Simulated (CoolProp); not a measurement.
Model: reference Helmholtz-energy equation of state, Tillner-Roth 1994, in CoolProp.

Problem. For R134a, give the phase and the speed of sound (m/s), viscosity (µPa s) at 169.05 °C and 20.5 MPa.

Solution. 
- 169.05 °C and 20.5 MPa: supercritical; speed of sound 308, viscosity 74.5

Viscosity comes from a separate model (Huber 2003), an estimate that may be off by 10 % or more.
